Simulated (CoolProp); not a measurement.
Aqueous potassium carbonate as a coolant, 39 % by mass, freezing at -35.1 °C, 1 atm.

Computed with CoolProp (Melinder's fits for secondary coolants).

```tsv
T (°C)	viscosity (mPa s)	conductivity (W/(m K))	Prandtl number	cp (kJ/(kg K))
-6.3	9.23	0.515	…	2.687
-2.8	…	0.521	41.9	2.693
0.7	7.16	0.527	36.7	2.700
4.2	6.38	0.532	32.4	2.706
7.7	…	0.538	28.9	2.712
11.2	5.17	0.543	25.9	2.718
14.7	…	0.549	23.3	2.725
18.3	4.28	0.555	21.1	…
21.8	3.92	0.560	19.2	2.737
25.3	3.61	0.566	17.5	2.743
28.8	3.34	0.571	…	2.750
32.3	3.10	0.577	14.8	2.756
```

**Question.** Some entries are withheld; supply them.

**Answer.** 
- -6.3, Prandtl number: 48.1
- -2.8, viscosity (mPa s): 8.10
- 7.7, viscosity (mPa s): 5.72
- 14.7, viscosity (mPa s): 4.69
- 18.3, cp (kJ/(kg K)): 2.731
- 28.8, Prandtl number: 16.1
